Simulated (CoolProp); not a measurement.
A simple Rankine cycle with R236FA: condensing at 304.15 K, boiler at 0.967 MPa, turbine inlet 344.5 K, turbine efficiency 0.7, pump efficiency 0.7, no recuperator. Each further row changes one setting.

The numbers come from the reference Helmholtz-energy equation of state, Pan 2012 in CoolProp.

| case | thermal efficiency (%) | net work (kJ/kg) | heat in (kJ/kg) | turbine exit temperature (K) | volume ratio over the turbine |
|---|---|---|---|---|---|
| as stated | 6.5 | 10.8 | 167 | 320.0 | 3.18 |
| turbine inlet 364.5 K | 6.4 | 12.1 | 188 | 341.8 | 3.07 |
| condensing temperature 296.15 K | 7.7 | 13.6 | 177 | 315.2 | 4.15 |
| boiler pressure 0.677 MPa | 4.5 | 7.82 | 173 | 329.8 | 2.11 |
| turbine efficiency 0.6 | 5.5 | 9.19 | 167 | 321.8 | 3.20 |
